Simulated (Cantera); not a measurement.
An isothermal, constant-pressure homogeneous reactor starts with H2 : O2 : N2 = 0.32 : 1 : 8.3 (molar parts), equivalence ratio 0.16, at 1225 K and 120 Torr. Integrator tolerance rtol = 1e-08.

Model: GRI-Mech 3.0 (53 species, 325 reactions), integrated in Cantera.

**Question.** What does this change do: temperature 1225 to 775 K?

**Answer.** 
```
quantity                                             before                                    after
----------------  -----------------------------------------  ---------------------------------------
x(H2) at 5.00 s     9.22e-9 (gas-phase equilibrium 6.04e-9)    0.0333 (gas-phase equilibrium <1e-12)
x(O2) at 5.00 s       0.0888 (gas-phase equilibrium 0.0887)     0.104 (gas-phase equilibrium 0.0888)
x(N2O) at 5.00 s    7.32e-8 (gas-phase equilibrium 4.74e-9)  <1e-12 (gas-phase equilibrium 4.21e-11)
x(OH) at 5.00 s     3.86e-6 (gas-phase equilibrium 3.11e-6)  <1e-12 (gas-phase equilibrium 2.96e-10)
x(H) at 5.00 s    1.15e-10 (gas-phase equilibrium 6.10e-11)    <1e-12 (gas-phase equilibrium <1e-12)
x(O) at 5.00 s      4.87e-8 (gas-phase equilibrium 3.15e-8)    <1e-12 (gas-phase equilibrium <1e-12)
```
Below about 950 K walls govern HO2 and H2O2 in real vessels.
